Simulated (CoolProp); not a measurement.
Model: reference Helmholtz-energy equation of state, Lemmon 2006, in CoolProp. It is a short technical equation, of lower accuracy than the large ones.

Q: For nitrous oxide, give the phase and the cv (kJ/(kg K)), Joule-Thomson coefficient (K/MPa) at 83.35 °C and 300 kPa; 83.35 °C and 3870 kPa; 83.35 °C and 50000 kPa.

A: 
- 83.35 °C and 300 kPa: gas; cv 0.746, Joule-Thomson coefficient 7.26
- 83.35 °C and 3870 kPa: gas; cv 0.785, Joule-Thomson coefficient 7.25
- 83.35 °C and 50000 kPa: supercritical; cv 0.918, Joule-Thomson coefficient 0.0505
